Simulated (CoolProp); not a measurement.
Vapour-liquid equilibrium of R13 (1) + R11 (2) at 0.127 MPa; x and y are mole fractions of (1).

Computed with CoolProp (multi-fluid Helmholtz-energy mixture model, Platzer 1990 and Jacobsen 1992; pair parameters Bell 2016). This equation is an older, rougher fit; its heat capacities, sound speeds and derivatives of the liquid may be far off and weren't checked against measurements.

```tsv
x	bubble temperature (K)	y at the bubble point	dew temperature at overall composition x (K)	liquid density (mol/L)
0.05	260.0	0.827	301.9	11.46
0.15	228.0	0.973	298.6	12.17
0.25	216.5	0.989	295.0	12.57
0.35	210.6	0.993	291.1	12.88
0.45	206.9	0.996	286.7	13.16
0.55	204.4	0.997	281.6	13.42
0.65	202.4	0.998	275.5	13.65
0.75	200.6	0.998	267.8	13.88
0.85	198.9	0.999	257.1	14.10
0.95	197.1	1.000	237.5	14.30
```

No azeotrope shows between x = 0.05 and 0.95.

Pair parameters are fitted to limited data, so mixtures are less certain than the pure fluids. With so large a gap from Raoult's law the liquid may split in two, which this calculation doesn't test in full.
